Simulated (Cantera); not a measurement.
# Low-pressure radical oxidation in H2/O2

An isothermal, constant-pressure homogeneous reactor starts with H2 : O2 = 0.0064 : 1 (molar parts), equivalence ratio 0.0032, at 1148 K and 0.0132 atm.

Computed with Cantera and the H2/O2 subset of GRI-Mech 3.0, which has no nitrogen chemistry. Radical loss at walls, strong at low pressure, is not modelled.

| t (s) | x H2 | x O2 | x H | x HO2 | x OH |
|---|---|---|---|---|---|
| 0.000200 | 0.00636 | 0.994 | 1.33e-10 | 4.16e-10 | 3.02e-10 |
| 0.000493 | 0.00636 | 0.994 | 2.15e-10 | 1.03e-9 | 9.95e-10 |
| 0.00121 | 0.00636 | 0.994 | 5.54e-10 | 2.54e-9 | 3.83e-9 |
| 0.00299 | 0.00636 | 0.994 | 4.15e-9 | 6.43e-9 | 3.36e-8 |
| 0.00737 | 0.00635 | 0.994 | 4.84e-7 | 4.34e-8 | 3.98e-6 |
| 0.0182 | 0.000370 | 0.988 | 0.000357 | 1.23e-6 | 0.000831 |
| 0.0447 | 1.66e-5 | 0.989 | 0.000171 | 7.15e-7 | 0.000406 |
| 0.110 | 1.26e-5 | 0.990 | 0.000113 | 6.28e-7 | 0.000354 |
| 0.271 | 7.23e-6 | 0.991 | 4.86e-5 | 4.77e-7 | 0.000269 |
| 0.669 | 2.80e-6 | 0.993 | 1.17e-5 | 2.89e-7 | 0.000168 |
| 1.65 | 7.51e-7 | 0.993 | 1.64e-6 | 1.34e-7 | 8.75e-5 |
| 4.06 | 1.66e-7 | 0.994 | 1.73e-7 | 4.86e-8 | 4.14e-5 |
| 10.0 | 3.58e-8 | 0.994 | 1.77e-8 | 1.51e-8 | 1.94e-5 |
x: mole fraction; the columns are a selection and need not sum to one.

Equilibrium at this temperature and pressure: H2 2.29e-10, O2 0.994, H 9.45e-12, HO2 2.02e-9, OH 1.57e-6 (gas phase only).
